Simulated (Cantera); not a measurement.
An isothermal, constant-pressure homogeneous reactor starts with 0.683 % CO, 2.79 % O2, 0.279 % H2O, 96.2 % N2, equivalence ratio 0.12, at 1475 K and 640000 Pa.

Detailed kinetics in Cantera: GRI-Mech 3.0 (53 species, 325 reactions).

One state of this run: x CO = 1.71e-5; x O2 = 0.0246; x H2O = 0.00279; x NO = 1.29e-6; x CO2 = 0.00684; x OH = 1.17e-5; x N2O = 2.75e-6. x: mole fraction; the columns are a selection and need not sum to one.

### Question
Which value of t (s) does it belong to?
(A) 0.00123
(B) 0.00380
(C) 1.05
(D) 0.0117

### Answer
D, 0.0117
